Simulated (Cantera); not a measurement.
Input: 1 mol c-C4F8, 9.7 mol H2, equilibrated at 0.0133 bar.

These are equilibrium values from Cantera (NASA tables, ideal gas, pure condensed phases), not measurements of a reactor. Candidate condensed phases: C, C6H6, C7H8, C8H18; 95 gas species. The feed counts by its element totals alone. The numbers say what is thermodynamically allowed, not how fast it happens.

### Question
Which condensed phases are stable at each of these points (T (K)): 1675, 1875, 2075, 2275, 2475, 2675, 2875, 3075, 3275, 3475?

### Answer
```json
[
 {"T (K)": "1675", "condensed phases": "C(graphite)", "C condensed (%)": "100.0"},
 {"T (K)": "1875", "condensed phases": "C(graphite)", "C condensed (%)": "99.9"},
 {"T (K)": "2075", "condensed phases": "C(graphite)", "C condensed (%)": "99.7"},
 {"T (K)": "2275", "condensed phases": "C(graphite)", "C condensed (%)": "99.0"},
 {"T (K)": "2475", "condensed phases": "C(graphite)", "C condensed (%)": "97.5"},
 {"T (K)": "2675", "condensed phases": "C(graphite)", "C condensed (%)": "94.7"},
 {"T (K)": "2875", "condensed phases": "C(graphite)", "C condensed (%)": "83.7"},
 {"T (K)": "3075", "condensed phases": "gas only", "C condensed (%)": "0.0"},
 {"T (K)": "3275", "condensed phases": "gas only", "C condensed (%)": "0.0"},
 {"T (K)": "3475", "condensed phases": "gas only", "C condensed (%)": "0.0"}
]
```

From 1675 K to 2875 K the condensed part is C(graphite). From 3075 K to 3475 K nothing is condensed.
